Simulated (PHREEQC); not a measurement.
Dissolve 0.23 mol/kgw Cd(NO3)2 at 36 °C. Closed to the air; pH follows from the charge balance.

The numbers come from PHREEQC with the ion-association model, phreeqc.dat.

This is a speciation only: nothing precipitates in the calculation.

**Question.** What pH, activity of water, density does the model give?

**Answer.** pH 5.20; activity of water 0.989; density 1.037 g/cm³.

**Question.** In which forms is N present?

**Answer.** NO3- 92 %, CdNO3+ 7.8 % of the N.

Species that the database lacks are ignored. At this temperature some constants are extrapolated from 25 °C, and those without enthalpy data are left unchanged.
